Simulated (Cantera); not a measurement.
Input: 1 mol TiC, 0.069 mol C, 1.1 mol H2, equilibrated at 86.0 Pa.

Equilibrium computed with Cantera from the NASA thermochemical tables; the gas is ideal and each condensed phase is pure. Candidate condensed phases: C, C6H6, C7H8, C8H18, Ti, TiC; 77 gas species. TiC: taken at fixed stoichiometry. Rates play no part.

Q: At 2275 K, list the 4 most abundant gas species with their mole fractions, and the condensed phases.

A: H2 0.747, H 0.250, C2H2 (acetylene) 0.00284, Ti 9.46e-5. Condensed: C(graphite) + TiC(s).
